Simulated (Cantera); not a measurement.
An isothermal plug-flow reactor at 825 K and 4.05 atm (inlet), inlet velocity 2.3 m/s, active area per volume 7100 1/m; feed 0.388 % H2, 16.8 % O2, 82.8 % N2, equivalence ratio 0.012.

Cantera simulation using Deutschmann's 1995 Pt surface mechanism with GRI-Mech 3.0 gas chemistry; the numbers are that mechanism's predictions, not measurements. Catalytic surfaces can have several steady states; this one follows from the mechanism file's or the stated starting coverage. Mass transfer to the wall is taken as infinitely fast.

x: gas mole fraction; θ: surface coverage.

| z (m) | x H2 | x O2 | x H2O | θ free Pt | θ O* | θ OH* |
|---|---|---|---|---|---|---|
| 3.8e-05 | 0.00319 | 0.167 | (withheld) | 0.0454 | 0.953 | 0.00181 |
| 8.2e-05 | 0.00261 | 0.167 | (withheld) | 0.0402 | 0.958 | 0.00183 |
| 0.00018 | 0.00178 | 0.167 | (withheld) | 0.0334 | 0.965 | 0.00183 |
| 0.00038 | 0.000938 | 0.167 | (withheld) | 0.0274 | 0.971 | 0.00179 |
| 0.00082 | 0.000289 | 0.166 | 0.00360 | 0.0234 | 0.975 | 0.00175 |
| 0.0018 | 2.74e-5 | 0.166 | 0.00386 | 0.0220 | 0.976 | 0.00173 |
| 0.0038 | 2.50e-7 | 0.166 | 0.00389 | 0.0219 | 0.976 | 0.00173 |

Question: What belongs in the gaps?

Answer: 
- 3.8e-05, x H2O: 0.000694
- 8.2e-05, x H2O: 0.00127
- 0.00018, x H2O: 0.00210
- 0.00038, x H2O: 0.00295
